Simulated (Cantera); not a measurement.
Input: 1 mol AlCl3, 0.63 mol N2O, 120 mol H2, equilibrated at 377 °C and 53.0 Pa.

Equilibrium computed with Cantera from the NASA thermochemical tables; the gas is ideal and each condensed phase is pure. Candidate condensed phases: Al, AlCl3, AlN, Al2O3, H2O, NH4Cl; 45 gas species. Condensed phases not in the tables: AlOCl. The numbers say what is thermodynamically allowed, not how fast it happens.

Base state: H2 0.974, HCl 0.0221, N2 0.00321, AlCl3 0.000844 (mole fractions); condensed: AlN(s) + Al2O3(s).

### Question
What changes in the equilibrium state with this change: N2O from 0.63 to 49 mol?

### Answer
```csv
species,before,after
H2,0.974,0.416
N2,0.00321,0.287
H2O,<1e-9,0.279
HCl,0.0221,0.0176
AlCl3,0.000844,<1e-9
"AlN(s), mol",0.477,0
"Al2O3(s), mol",0.210,0.500
```
